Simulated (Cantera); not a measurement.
A perfectly stirred reactor is fed with C2H6 : N2 = 1 : 32 (molar parts), at 195 Torr; it is held at 1550 K, and followed from long to short residence time.

Cantera simulation using GRI-Mech 3.0 (53 species, 325 reactions); the numbers are that mechanism's predictions, not measurements. GRI-Mech 3.0 stops at C3 and has no aromatics, soot or wall deposition, so with more carbon than oxygen in the feed, carbon stays in small species such as C2H2 where larger ones or solid carbon would form.

### Question
What does this change do: pressure from 195 Torr to 60.0 Torr?

### Answer
```tsv
quantity	before	after
x(C2H6) at τ = 0.380 s	5.72e-5	7.83e-5
x(H2) at τ = 0.380 s	0.0479	0.0492
x(H) at τ = 0.380 s	4.56e-5	0.000114
x(CH2) at τ = 0.380 s	8.97e-8	4.07e-7
x(CH4) at τ = 0.380 s	0.00599	0.00493
x(C2H6) at τ = 6.90 ms	0.00143	0.00256
x(H2) at τ = 6.90 ms	0.0369	0.0320
x(H) at τ = 6.90 ms	0.000107	0.000183
x(CH2) at τ = 6.90 ms	1.04e-6	3.20e-6
x(CH4) at τ = 6.90 ms	0.00864	0.00867
```
